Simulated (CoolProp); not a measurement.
Computed with CoolProp (reference Helmholtz-energy equation of state, Thol 2019).

Q: Give the vapour pressure (kPa), liquid cp (kJ/(kg K)), vapour Z, surface tension (mN/m) of saturated n-hexane at 265.3, 339.8 K.

A: 
| T (K) | p (kPa) | liquid cp (kJ/(kg K)) | vapour Z | surface tension (mN/m) |
|---|---|---|---|---|
| 265.3 | 3.91 | 2.15 | 0.996 | 21.4 |
| 339.8 | 94.9 | 2.46 | 0.953 | 13.6 |

Surface tension comes from a separate correlation (Mulero 2012).
